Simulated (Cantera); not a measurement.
# Ignition delay

Mixture: 8.29 % CH4, 21.0 % O2, 60.8 % N2, 9.94 % CO2, at 1.20 bar, adiabatic and at constant volume. Ignition delay is the time to a rise of 400 K.

Cantera simulation using GRI-Mech 3.0 (53 species, 325 reactions); the numbers are that mechanism's predictions, not measurements.

```tsv
T0 (K)	delay (ms)
1000	726
1050	311
1100	139
1150	64.7
1200	31.3
1250	15.7
1300	8.16
1350	4.39
1400	2.45
```

| Property | Result |
|---|---|
| apparent activation energy between 1300 and 1400 K | 180 kJ/mol |
